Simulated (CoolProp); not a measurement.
Values from CoolProp's reference Helmholtz-energy equation of state, Aleksandrov 2011. It is a short technical equation, of lower accuracy than the large ones.

Problem. Give the vapour pressure (MPa), liquid density (kg/m³), vapour density (kg/m³), enthalpy of vaporisation (kJ/kg) of saturated n-undecane at 439.9 K.

Solution. 
```json
[
 {"T (K)": "439.9", "p (MPa)": "0.0469", "liquid density (kg/m³)": "625", "vapour density (kg/m³)": "2.09", "enthalpy of vaporisation (kJ/kg)": "283"}
]
```
